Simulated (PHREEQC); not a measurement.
1 kg of water holding 0.45 mol/kgw Na2SO4 and 0.01 mol/kgw NaHCO3 is evaporated at 20 °C; the solids stay in contact with the brine. CO2 is held at log p = -3.4 (atm). Solids allowed: Burkeite, Mirabilite, Nahcolite, Natron, Thenardite, Trona. Others were left out.

Equilibrium calculation in PHREEQC: Pitzer model, pitzer.dat.

```tsv
water left (kg)	ionic strength	water activity	Mirabilite (mol)
1	1.36	0.983	0
0.8219	1.66	0.980	0
0.6755	2.02	0.976	0
0.5552	2.45	0.972	0
0.4563	2.98	0.966	0
0.3751	3.63	0.960	0
0.302	4.16	0.954	0.0349
0.229	4.17	0.954	0.136
0.1689	4.19	0.954	0.218
0.1196	4.21	0.954	0.286
0.07907	4.26	0.953	0.342
0.04576	4.35	0.952	0.388
0.01838	4.71	0.947	0.426
```

Mirabilite from water left = 0.302 kg (pH 9.00).

Complexes and solids missing from the database can't appear.
